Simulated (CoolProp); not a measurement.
Aqueous methanol as a coolant, at -5 °C, 1 atm.

The numbers come from the Melinder's fits for secondary coolants in CoolProp.

| mass % | freezing point (°C) | cp (kJ/(kg K)) | viscosity (mPa s) | density (kg/m³) | conductivity (W/(m K)) |
|---|---|---|---|---|---|
| 9.4 | -6.1 | (withheld) | 3.05 | 985.2 | 0.505 |
| 14 | -9.7 | 4.180 | 3.49 | 979.9 | 0.484 |
| 18.7 | -13.9 | (withheld) | 3.90 | 974.9 | (withheld) |
| 23.4 | (withheld) | 3.974 | 4.22 | 969.8 | 0.442 |
| 28.1 | -23.5 | 3.871 | 4.44 | (withheld) | 0.421 |
| 32.7 | -28.9 | 3.773 | 4.53 | 958.7 | 0.402 |
| 37.4 | -35.1 | 3.675 | (withheld) | 952.2 | 0.384 |
| 42.1 | -41.8 | 3.576 | 4.38 | 945.1 | 0.366 |
| 46.7 | -48.9 | 3.473 | 4.18 | 937.6 | 0.349 |
| 51.4 | -56.9 | 3.362 | 3.92 | (withheld) | 0.334 |
| 56.1 | (withheld) | 3.247 | 3.63 | 920.4 | 0.319 |

Question: Fill in the missing entries.

Answer: 
- 9.4, cp (kJ/(kg K)): 4.260
- 18.7, cp (kJ/(kg K)): 4.079
- 18.7, conductivity (W/(m K)): 0.462
- 23.4, freezing point (°C): -18.4
- 28.1, density (kg/m³): 964.4
- 37.4, viscosity (mPa s): 4.51
- 51.4, density (kg/m³): 929.2
- 56.1, freezing point (°C): -65.5
